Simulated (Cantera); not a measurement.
A diamond (100) surface in a fixed gas of H2 with x(CH4) = 0.002, x(H) = 0.0014, x(CH3) = 0.00046, 0.0770 bar; coverages are run to steady state.

Cantera simulation using the Harris–Goodwin 1993 mechanism for the reconstructed diamond (100) surface; the numbers are that mechanism's predictions, not measurements.

θ: site fractions in the mechanism's names (c6HH fully hydrogenated, c6H* and c6*H radical sites, c6** diradical, c6HM methylated).

```
T (K)  growth (µm/h)  θ c6HH   θ c6H*  θ c6*H   θ c6**    θ c6HM
-----  -------------  ------  -------  ------  -------  --------
900             8.04   0.521  0.00782   0.219  0.00298     0.201
975             12.3   0.502   0.0129   0.284  0.00579     0.147
1050             ___   0.485      ___     ___      ___       ___
1125            11.4   0.472   0.0281   0.421   0.0161    0.0390
1200             ___   0.449      ___   0.471      ___       ___
1275            4.49   0.420   0.0447   0.499   0.0290   0.00237
1350            4.02   0.397   0.0520   0.512   0.0345  0.000539
```

### Question
Some entries are withheld; supply them.

### Answer

- 1050, growth (µm/h): 14.8
- 1050, θ c6H*: 0.0196
- 1050, θ c6*H: 0.351
- 1050, θ c6**: 0.0101
- 1050, θ c6HM: 0.0928
- 1200, growth (µm/h): 6.39
- 1200, θ c6H*: 0.0368
- 1200, θ c6**: 0.0228
- 1200, θ c6HM: 0.0104
